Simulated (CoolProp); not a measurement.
Vapour-liquid equilibrium of R152A (1) + n-pentane (2) at 81.95 °C; x and y are mole fractions of (1).

Values from CoolProp's multi-fluid Helmholtz-energy mixture model, Outcalt 1996 and Thol 2019; pair parameters Bell 2016.

| x | bubble pressure, mixture model (MPa) | bubble pressure, Raoult's law (MPa) | y, mixture model | y, Raoult's law |
|---|---|---|---|---|
| 0.05 | 0.6103 | 0.4894 | 0.356 | 0.249 |
| 0.125 | 0.8960 | 0.6434 | 0.560 | 0.474 |
| 0.2 | 1.129 | 0.7974 | 0.653 | 0.612 |
| 0.275 | 1.319 | 0.9514 | 0.707 | 0.705 |
| 0.35 | 1.475 | 1.105 | 0.743 | 0.773 |
| 0.425 | 1.608 | 1.259 | 0.771 | 0.823 |
| 0.5 | 1.726 | 1.413 | 0.795 | 0.863 |
| 0.575 | ___ | 1.568 | 0.817 | 0.895 |
| 0.65 | 1.942 | 1.722 | ___ | 0.921 |
| 0.725 | 2.048 | 1.876 | ___ | 0.943 |
| 0.8 | 2.156 | 2.030 | 0.893 | 0.962 |
| 0.875 | 2.265 | 2.184 | 0.927 | 0.978 |
| 0.95 | 2.372 | 2.338 | 0.967 | 0.992 |

**Question.** Complete the blanks.

**Answer.** 
- 0.575, bubble pressure, mixture model (MPa): 1.836
- 0.65, y, mixture model: 0.840
- 0.725, y, mixture model: 0.864

The largest gap from Raoult's law is +41.6 % in bubble pressure, at x = 0.2. No azeotrope shows between x = 0.05 and 0.95.

The pair parameters rest on a limited set of measurements; away from them the model extrapolates.
